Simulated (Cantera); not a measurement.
Input: 1 mol Al2O3, 17 mol HCl, 1.8 mol N2, held at 1798.15 K and 0.560 bar.

These are equilibrium values from Cantera (NASA tables, ideal gas, pure condensed phases), not measurements of a reactor. Candidate condensed phases: Al, AlCl3, AlN, Al2O3, H2O, NH4Cl; 45 gas species. The tables' values for AlCl2 are old estimates; treat these amounts as uncertain. Rates play no part.

Base state: HCl 0.877, N2 0.0958, H2O 0.0110, AlCl3 0.00732, Cl 0.00574, H2 0.00304, Cl2 0.000188, H 2.60e-5 (mole fractions); condensed: Al2O3(s).

Q: What changes in the equilibrium state with this change: pressure from 0.560 bar to 8.40 Pa?

A: 
| species | before | after |
|---|---|---|
| HCl | 0.877 | 0.748 |
| Cl | 0.00574 | 0.103 |
| N2 | 0.0958 | 0.0904 |
| H2 | 0.00304 | 0.0459 |
| H2O | 0.0110 | 0.00298 |
| AlCl | 1.58e-7 | 0.00118 |
| H | 2.60e-5 | 0.00824 |
| AlOCl | 1.13e-6 | 0.000151 |
| Cl2 | 0.000188 | 9.04e-6 |
| Al2O3(s), mol | 0.931 | 0.979 |
